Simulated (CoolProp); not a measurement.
Values from CoolProp's reference Helmholtz-energy equation of state, Thol 2014.

Q: For diethyl ether, give the phase and the cp (kJ/(kg K)) at 419 K and 0.191 MPa; 483.5 K and 0.191 MPa.

A: 
- 419 K and 0.191 MPa: gas; cp 2.04
- 483.5 K and 0.191 MPa: gas; cp 2.21
